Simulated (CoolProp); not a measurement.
Vapour-liquid equilibrium of CHF3 (R23) (1) + propylene (2) at -54.25 °C; x and y are mole fractions of (1).

Model: multi-fluid Helmholtz-energy mixture model, Penoncello 2003 and Lemmon 2013; pair parameters Bell 2016, in CoolProp.

```csv
x,bubble pressure (MPa),y at the bubble point,dew pressure at overall composition x (MPa),liquid density (mol/L)
0.05,0.1293,0.441,0.07796,14.83
0.2,0.2442,0.730,0.09205,15.27
0.35,0.3060,0.803,0.1122,15.75
0.5,0.3392,0.837,0.1433,16.30
0.65,0.3607,0.863,0.1969,16.94
0.8,0.3798,0.896,0.3029,17.71
0.95,0.3976,0.962,0.3957,18.68
```

No azeotrope shows between x = 0.05 and 0.95.

The pair parameters rest on a limited set of measurements; away from them the model extrapolates. With so large a gap from Raoult's law the liquid may split in two, which this calculation doesn't test in full.
